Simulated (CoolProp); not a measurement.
Vapour-liquid equilibrium of cyclohexane (1) + toluene (2) at 68.5 kPa; x and y are mole fractions of (1).

Computed with CoolProp (multi-fluid Helmholtz-energy mixture model, Zhou 2014 and Lemmon 2006; pair parameters Bell 2016).

```tsv
x	bubble temperature, mixture model (°C)	bubble temperature, Raoult's law (°C)	y, mixture model	y, Raoult's law
0.05	94.2	95.2	0.135	0.112
0.2	(withheld)	89.3	0.418	0.380
0.35	81.4	84.2	0.595	0.574
0.5	77.3	79.8	(withheld)	0.719
0.65	74.0	75.8	0.813	0.828
0.8	71.3	72.3	(withheld)	0.913
0.95	69.0	69.2	(withheld)	0.981
```

### Question
Fill in the missing entries.

### Answer

- 0.2, bubble temperature, mixture model (°C): 86.8
- 0.5, y, mixture model: 0.718
- 0.8, y, mixture model: 0.895
- 0.95, y, mixture model: 0.973

The largest gap from Raoult's law is -2.8 K in bubble temperature, at x = 0.35. No azeotrope shows between x = 0.05 and 0.95.

Pair parameters are fitted to limited data, so mixtures are less certain than the pure fluids.
